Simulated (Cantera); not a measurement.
Sublimation and decomposition of ceramics: Si3N4 + H2

A closed system holds: 1 mol Si3N4, 0.022 mol H2, equilibrated at 1498 K.

Equilibrium computed with Cantera from the NASA thermochemical tables; the gas is ideal and each condensed phase is pure. Candidate condensed phases: Si, Si3N4; 18 gas species. Mutual solubility and eutectic melting of coexisting phases are not modelled. Kinetics and transport are ignored.

```json
[
 {"P (Pa)": "1", "x H2": "0.0106", "x N2": "0.988", "x H": "0.000559", "x Si": "0.00100", "x SiH4": "<1e-12", "n Si(s)": "3.00", "n Si3N4(s)": "0"},
 {"P (Pa)": "4.60", "x H2": "0.0107", "x N2": "0.989", "x H": "0.000263", "x Si": "0.000218", "x SiH4": "<1e-12", "n Si(s)": "3.00", "n Si3N4(s)": "0"},
 {"P (Pa)": "22", "x H2": "0.792", "x N2": "0.207", "x H": "0.00103", "x Si": "4.56e-5", "x SiH4": "1.41e-10", "n Si(s)": "0.00863", "n Si3N4(s)": "0.997"},
 {"P (Pa)": "100", "x H2": "0.954", "x N2": "0.0456", "x H": "0.000531", "x Si": "1.00e-5", "x SiH4": "9.31e-10", "n Si(s)": "0.00158", "n Si3N4(s)": "0.999"},
 {"P (Pa)": "460", "x H2": "0.990", "x N2": "0.00991", "x H": "0.000252", "x Si": "2.18e-6", "x SiH4": "4.61e-9", "n Si(s)": "0.000330", "n Si3N4(s)": "1.000"},
 {"P (Pa)": "2200", "x H2": "0.998", "x N2": "0.00207", "x H": "0.000116", "x Si": "4.56e-7", "x SiH4": "2.24e-8", "n Si(s)": "0", "n Si3N4(s)": "1.000"},
 {"P (Pa)": "10000", "x H2": "0.999", "x N2": "0.000456", "x H": "5.43e-5", "x Si": "1.00e-7", "x SiH4": "1.02e-7", "n Si(s)": "0", "n Si3N4(s)": "1.000"},
 {"P (Pa)": "46000", "x H2": "1.000", "x N2": "9.91e-5", "x H": "2.53e-5", "x Si": "2.18e-8", "x SiH4": "4.71e-7", "n Si(s)": "0", "n Si3N4(s)": "1.000"},
 {"P (Pa)": "220000", "x H2": "1.000", "x N2": "2.07e-5", "x H": "1.16e-5", "x Si": "4.56e-9", "x SiH4": "2.25e-6", "n Si(s)": "0", "n Si3N4(s)": "1.00"},
 {"P (Pa)": "1000000", "x H2": "1.000", "x N2": "5.87e-6", "x H": "5.43e-6", "x Si": "8.48e-10", "x SiH4": "8.65e-6", "n Si(s)": "0", "n Si3N4(s)": "1.00"}
]
```
x: gas mole fraction; n: condensed amount in mol.

From 1.00 Pa to 4.60 Pa the condensed part is Si(s). From 22.0 Pa to 4.60 mbar the condensed part is Si(s) + Si3N4(s). From 22.0 mbar to 10.0 bar the condensed part is Si3N4(s). The main Si-bearing gas is Si at 1.00 Pa and SiH4 at 10.0 bar.
